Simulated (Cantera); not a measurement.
Charge: 1 mol SiO₂, 1600 mol H₂, held at 1000 Pa.

Method: chemical equilibrium by Gibbs-energy minimisation in Cantera with the NASA 1993 tables (ideal gas, pure condensed phases). Candidate condensed phases: H₂O, Si, SiO₂; 18 gas species. The tables hold silica as quartz up to 1696 K and as liquid above; real silica turns to tridymite and cristobalite and melts near 1996 K. Rates play no part.

Question: Which condensed phases are stable at each of these points (T (°C)): 350, 500, 650, 800, 950, 1100, 1250, 1400, 1550, 1700?

Answer: 
| T (°C) | condensed phases | Si condensed (%) |
|---|---|---|
| 350 | SiO₂(α-quartz) | 100.0 |
| 500 | SiO₂(α-quartz) | 100.0 |
| 650 | SiO₂(β-quartz) | 100.0 |
| 800 | SiO₂(β-quartz) | 100.0 |
| 950 | SiO₂(β-quartz) | 99.5 |
| 1100 | SiO₂(β-quartz) | 91.1 |
| 1250 | SiO₂(β-quartz) | 8.1 |
| 1400 | gas only | 0.0 |
| 1550 | gas only | 0.0 |
| 1700 | gas only | 0.0 |

From 350 °C to 500 °C the condensed part is SiO₂(α-quartz). From 650 °C to 1250 °C the condensed part is SiO₂(β-quartz). From 1400 °C to 1700 °C nothing is condensed.
